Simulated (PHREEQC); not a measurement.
Consider water at 25 °C with 0.49 mol/kgw MgSO4, 0.023 mol/kgw H3BO3 and 1.1 mol/kgw MgCl2. Closed to the air; pH follows from the charge balance.

All values are PHREEQC results (Pitzer model, pitzer.dat), not measurements.

Each row changes one thing in this solution. Precipitation was switched off in this run.

```csv
case,pH,ionic strength (mol/kgw),MgB(OH)4+ (mol/kgw),HSO4- (mol/kgw),B(OH)4- (mol/kgw),SI of Epsomite (MgSO4:7H2O),SI of Hexahydrite (MgSO4:6H2O)
as made,4.59,5.26,1.89e-5,1.48e-5,8.24e-6,-0.65,-0.89
H3BO3 from 0.023 to 0.0345 mol/kgw,4.50,5.26,2.30e-5,1.82e-5,1.00e-5,-0.65,-0.89
MgSO4 replaced by KHSO4 at the same molality,0.27,4.33,5.51e-10,0.220,2.51e-10,-1.03,-1.27
diluted 100-fold with water,6.39,0.0526,7.23e-8,7.75e-8,4.28e-7,-3.08,-3.36
```

Species that the database lacks are ignored. In brines, pH and single-ion activities rest on the MacInnes convention.
